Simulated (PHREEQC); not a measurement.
# Cooling-tower water: an equilibrium model

A made-up water analysis in mg/L, 25 °C, pH 6.58, pe 10.9:

| constituent | mg/L |
|---|---|
| Na | 123 |
| K | 50.4 |
| Ca | 207 |
| Mg | 56 |
| Cl | 469 |
| S(6) as SO4 | 218 |
| Alkalinity as HCO3 | 360 |
| Zn | 6.03 |
| Ni | 0.231 |

Valence states are taken as typed.

Model: ion-association model, wateq4f.dat, run in PHREEQC.

No solid was allowed to form.

Task: Estimate the ionic strength, charge-balance error.

Result: ionic strength 0.0294 mol/kgw; charge-balance error -4.5 %.

Task: In which forms is Zn present?

Result: Zn+2 62 %, ZnHCO3+ 24 %, ZnSO4 6.7 %, ZnCO3 5.7 %, ZnCl+ 1.2 % of the Zn.

The database's nickel carbonate constants are estimates that later reviews lower a good deal. The database's zinc carbonate complexes are estimates, stronger than later reviews accept.
